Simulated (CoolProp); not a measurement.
Model: reference Helmholtz-energy equation of state, Guder 2009, in CoolProp.

Give the vapour pressure (kPa), liquid cp (kJ/(kg K)), vapour viscosity (µPa s) of saturated sulfur hexafluoride at 252, 301 K.


| T (K) | p (kPa) | liquid cp (kJ/(kg K)) | vapour viscosity (µPa s) |
|---|---|---|---|
| 252 | 664 | 0.934 | 13.5 |
| 301 | 2530 | 1.41 | 18.4 |

Viscosity comes from a separate model (Quiñones-Cisneros 2012).
